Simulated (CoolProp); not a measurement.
Vapour-liquid equilibrium of R125 (1) + R143a (2) at 6.79 bar; x and y are mole fractions of (1).

Computed with CoolProp (multi-fluid Helmholtz-energy mixture model, Lemmon 2005 and Lemmon and Jacobsen 2000; pair parameters Lemmon 2004).

```
x     bubble temperature, mixture model (°C)  bubble temperature, Raoult's law (°C)  y, mixture model  y, Raoult's law
----  --------------------------------------  -------------------------------------  ----------------  ---------------
0.05                                     3.0                                    2.8             0.050            0.054
0.15                                     3.0                                    2.6             0.151            0.160
0.25                                     2.9                                    2.3             0.254            0.265
0.35                                     2.8                                    2.0             0.359            0.368
0.45                                     2.6                                    1.8             0.464            0.470
0.55                                     2.3                                    1.5             0.568            0.570
0.65                                     2.0                                    1.3             0.670            0.668
0.75                                     1.6                                    1.0             0.769            0.765
0.85                                     1.2                                    0.8             0.865            0.860
0.95                                     0.7                                    0.5             0.956            0.954
```

The largest gap from Raoult's law is +0.8 K in bubble temperature, at x = 0.45. y crosses x between x = 0.05 and 0.15: the model has an azeotrope there.

Pair parameters are fitted to limited data, so mixtures are less certain than the pure fluids.
